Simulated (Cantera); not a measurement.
What does this Cantera script print?

```python
import numpy as np
import cantera as ct

gas_names = """
    F F2 H HF H2 H2F2 H3F3 H4F4 H5F5 H6F6 H7F7 N NF NF2 NF3 NH NH2 NH3 N2 N2H2 N2H4 Si SiF SiF2 SiF3
    SiF4 SiH SiHF3 SiH2 SiH2F2 SiH3 SiH3F SiH4 SiN Si2 Si2N Si3
""".split()
cond_names = """
    Si(cr) Si(L) Si3N4(a)
""".split()


def load(file, names, dense=False):
    # The tables refer to 1 bar. Condensed volumes are neglected.
    table = {s.name: s for s in ct.Species.list_from_file(file)}
    out = []
    for n in names:
        d = dict(table[n].input_data)
        d["thermo"] = dict(d["thermo"], **{"reference-pressure": 1e5})
        if dense:
            d["equation-of-state"] = {"model": "constant-volume", "density": "1e6 g/cm^3"}
        out.append(ct.Species.from_dict(d))
    return out


gas = ct.Solution(thermo="ideal-gas", species=load("nasa_gas.yaml", gas_names))
cond = {s.name: ct.Solution(thermo="fixed-stoichiometry", species=[s], name=s.name)
        for s in load("nasa_condensed.yaml", cond_names, dense=True)}
atoms = {
    'SiF4': {'Si': 1, 'F': 4},
    'NH3': {'N': 1, 'H': 3},
    'N2': {'N': 2},
}
top_T = {'Si3N4(a)': 2400}  # K; cautious upper limits of use, not melting points


def equilibrate(T, P, feed):
    n = {}
    for name, mol in feed.items():
        for a, k in atoms[name].items():
            n[a] = n.get(a, 0.0) + k * mol
    gas.TPX = T, P, n
    mass = sum(n.values()) * gas.mean_molecular_weight
    gas.equilibrate("TP")
    valid = [c for c in cond.values() if c.min_temp <= T <= top_T.get(c.name, c.max_temp)]
    mix = ct.Mixture([(gas, mass / gas.mean_molecular_weight)] + [(c, 0.0) for c in valid])
    mix.T, mix.P = T, P
    mix.equilibrate("TP", solver="vcs", rtol=1e-11, max_steps=5000)
    return mix


results = []
feed = {'SiF4': 1, 'NH3': 4.3, 'N2': 5.5}  # mol
P = 880  # Pa
for T in [875, 925, 975, 1025, 1075, 1125, 1175, 1225, 1275]:
    mix = equilibrate(T, P, feed)
    results.append((T, P, feed, dict(zip(mix.species_names, mix.species_moles))))
    x = sorted(zip(gas.X, gas.species_names), reverse=True)
    print(f"T = {T:g} K  P = {P:g} Pa  gas = {mix.phase_moles(0):.4g} mol")
    print("   x: " + "  ".join(f"{s} {v:.3e}" for v, s in x if v > 1e-05))
    print("   condensed (mol): " + ("  ".join(f"{mix.phase(i).name} {mix.phase_moles(i):.4g}"
          for i in range(1, mix.n_phases) if mix.phase_moles(i) > 1e-12) or "none"))
```

Output:

```
T = 875 K  P = 880 Pa  gas = 15.1 mol
   x: N2 5.066e-01  H2 4.270e-01  SiF4 6.615e-02  HF 1.847e-04  SiHF3 3.158e-05
   condensed (mol): Si3N4(a) 0.0001922
T = 925 K  P = 880 Pa  gas = 15.1 mol
   x: N2 5.066e-01  H2 4.270e-01  SiF4 6.611e-02  HF 3.050e-04  SiHF3 5.280e-05
   condensed (mol): Si3N4(a) 0.0003151
T = 975 K  P = 880 Pa  gas = 15.1 mol
   x: N2 5.065e-01  H2 4.269e-01  SiF4 6.604e-02  HF 4.778e-04  SiHF3 8.366e-05
   condensed (mol): Si3N4(a) 0.0004883
T = 1025 K  P = 880 Pa  gas = 15.1 mol
   x: N2 5.065e-01  H2 4.267e-01  SiF4 6.593e-02  HF 7.155e-04  SiHF3 1.266e-04  SiF3 1.813e-05
   condensed (mol): Si3N4(a) 0.000718
T = 1075 K  P = 880 Pa  gas = 15.1 mol
   x: N2 5.064e-01  H2 4.265e-01  SiF4 6.579e-02  HF 1.031e-03  SiHF3 1.841e-04  SiF3 4.992e-05
   condensed (mol): Si3N4(a) 0.001002
T = 1125 K  P = 880 Pa  gas = 15.1 mol
   x: N2 5.064e-01  H2 4.262e-01  SiF4 6.557e-02  HF 1.437e-03  SiHF3 2.585e-04  SiF3 1.253e-04
   condensed (mol): Si3N4(a) 0.001323
T = 1175 K  P = 880 Pa  gas = 15.1 mol
   x: N2 5.063e-01  H2 4.259e-01  SiF4 6.524e-02  HF 1.944e-03  SiHF3 3.519e-04  SiF3 2.900e-04
   condensed (mol): Si3N4(a) 0.001633
T = 1225 K  P = 880 Pa  gas = 15.11 mol
   x: N2 5.062e-01  H2 4.254e-01  SiF4 6.473e-02  HF 2.563e-03  SiF3 6.246e-04  SiHF3 4.658e-04
   condensed (mol): Si3N4(a) 0.001835
T = 1275 K  P = 880 Pa  gas = 15.11 mol
   x: N2 5.060e-01  H2 4.249e-01  SiF4 6.394e-02  HF 3.301e-03  SiF3 1.260e-03  SiHF3 6.004e-04  SiF2 2.247e-05
   condensed (mol): Si3N4(a) 0.00175
```

Equilibrium computed with Cantera from the NASA thermochemical tables; the gas is ideal and each condensed phase is pure. The tables' values for SiF3, SiF2 are old estimates; treat these amounts as uncertain.
